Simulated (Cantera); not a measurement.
An adiabatic, constant-volume homogeneous reactor starts with 22.5 % H2, 16.3 % O2, 61.2 % N2, at 1173 K and 26.6 atm.

Detailed kinetics in Cantera: GRI-Mech 3.0 (53 species, 325 reactions). The hydrogen kinetics of GRI-Mech 3.0 are dated; newer H2 mechanisms differ, most at raised pressure. The pressure lies above the range GRI-Mech 3.0 was tuned for (to about 10 atm).

One state of this run: T (K) = 2924; P (bar) = 60.3; x H2 = 0.00503; x O2 = 0.0446; x H2O2 = 5.99e-6; x HO2 = 4.93e-5; x NO = 0.0186; x H2O = 0.237. x: mole fraction; the columns are a selection and need not sum to one.

### Question
Which value of t (s) does it belong to?
(A) 4.20e-5
(B) 3.00e-6
(C) 1.60
(D) 1.12e-5

### Answer
C, 1.60
